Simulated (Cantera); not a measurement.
An isothermal, constant-pressure homogeneous reactor starts with 13.6 % H₂, 64.9 % O₂, 21.4 % N₂, equivalence ratio 0.10, at 1050 K and 120 Pa.

Cantera simulation using the H2/O2 subset of GRI-Mech 3.0, which has no nitrogen chemistry; the numbers are that mechanism's predictions, not measurements. Radical loss at walls, strong at low pressure, is not modelled. The temperature is held fixed by assumption; the heat of reaction is taken as removed at once.

**Question.** Predict: x(H₂) at 1.00 s; x(O₂) at 1.00 s; x(H₂O) at 1.00 s; x(H₂O₂) at 1.00 s; x(OH) at 1.00 s.

**Answer.** 
- x(H₂) at 1.00 s = 0.00294 (gas-phase equilibrium 1.95e-9)
- x(O₂) at 1.00 s = 0.598 (gas-phase equilibrium 0.624)
- x(H₂O) at 1.00 s = 0.127 (gas-phase equilibrium 0.146)
- x(H₂O₂) at 1.00 s = 1.63e-8 (gas-phase equilibrium 2.08e-11)
- x(OH) at 1.00 s = 0.00299 (gas-phase equilibrium 2.50e-6)
